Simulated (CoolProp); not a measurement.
Vapour-liquid equilibrium of toluene (1) + n-octane (2) at 0.0409 bar; x and y are mole fractions of (1).

Values from CoolProp's multi-fluid Helmholtz-energy mixture model, Lemmon 2006 and Beckmüller 2019; pair parameters Bell 2016.

```tsv
x	bubble temperature (°C)	y at the bubble point	dew temperature at overall composition x (°C)	liquid density (mol/L)
0.05	38.0	0.125	39.0	6.131
0.15	35.3	0.315	37.7	6.382
0.25	33.2	0.450	36.3	6.646
0.35	31.6	0.553	34.8	6.925
0.45	30.3	0.634	33.2	7.223
0.55	29.2	0.703	31.6	7.543
0.65	28.4	0.766	30.0	7.888
0.75	27.7	0.827	28.6	8.261
0.85	27.1	0.890	27.4	8.666
0.95	26.6	0.960	26.7	9.107
```

No azeotrope shows between x = 0.05 and 0.95.

Pair parameters are fitted to limited data, so mixtures are less certain than the pure fluids.
